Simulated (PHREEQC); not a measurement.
## Reverse-osmosis permeate: an equilibrium model

A made-up water analysis in mg/kgw, 20 °C, pH 5.9, pe 1.3:

```tsv
constituent	mg/kgw
Na	0.547
K	1.47
Ca	3.22
Mg	0.794
Cl	6.37
S(6) as SO4	1.67
Alkalinity as HCO3	4.87
F	0.0187
Mn(2)	0.0435
N(-3) as NH4	0.00545
```

Valence states are taken as typed.

The numbers come from PHREEQC with the ion-association model, phreeqc.dat.

No solid was allowed to form.

### Question
Estimate the charge-balance error.

### Answer
charge-balance error -1.0 %.

### Question
In which forms is C present?

### Answer
CO2 75 %, HCO3- 25 % of the C.

Species that the database lacks are ignored.
